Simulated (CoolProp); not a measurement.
A simple Rankine cycle with the fluoroketone C6F12O (FK-5-1-12): condensing at 295.15 K, boiler at 0.308 MPa, turbine inlet 398.6 K, turbine efficiency 0.6, pump efficiency 0.6, no recuperator. Each further row changes one setting.

Values from CoolProp's reference Helmholtz-energy equation of state, McLinden 2015.

| case | thermal efficiency (%) | net work (kJ/kg) | heat in (kJ/kg) | turbine exit temperature (K) | volume ratio over the turbine |
|---|---|---|---|---|---|
| as stated | 6.6 | 12.3 | 186 | 382.0 | 9.02 |
| turbine inlet 418.6 K | 6.3 | 13.1 | 206 | ? | 8.90 |
| condensing temperature 287.15 K | 7.4 | 14.4 | 195 | ? | ? |
| boiler pressure 0.216 MPa | 5.6 | 10.5 | 187 | 385.2 | 6.19 |
| turbine efficiency 0.5 | 5.5 | ? | 186 | 384.2 | 9.07 |

Problem. Fill in the missing entries.

Solution. 
- turbine inlet 418.6 K, turbine exit temperature (K): 402.1
- condensing temperature 287.15 K, turbine exit temperature (K): 379.7
- condensing temperature 287.15 K, volume ratio over the turbine: 12.9
- turbine efficiency 0.5, net work (kJ/kg): 10.2
